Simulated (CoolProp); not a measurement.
Saturation properties of carbon dioxide (Tc = 304.1 K, pc = 7.377 MPa, ω = 0.224).

Computed with CoolProp (reference Helmholtz-energy equation of state, Span 1996).

```
T (K)  p (MPa)  enthalpy of vaporisation (kJ/kg)  liquid cp (kJ/(kg K))  liquid viscosity (µPa s)
-----  -------  --------------------------------  ---------------------  ------------------------
239.8    1.274                             310.0                  2.050                       173
243.2    1.430                             303.4                  2.073                       164
246.7    1.606                             296.3                  2.102                       155
250.1    1.791                             289.1                  2.133                       147
253.6    1.997                             281.4                  2.170                       139
257      2.214                             273.6                  2.213                       131
260.4    2.447                             265.5                  2.262                       124
263.9    2.706                             256.7                  2.321                       117
267.3    2.975                             247.7                  2.389                       111
270.8    3.273                             237.8                  2.474                       105
274.2    3.583                             227.7                  2.576                      98.6
277.6    3.914                             216.8                  2.703                      92.8
281.1    4.278                             204.7                  2.873                      86.9
```

Viscosity comes from a separate model (Laesecke 2017).
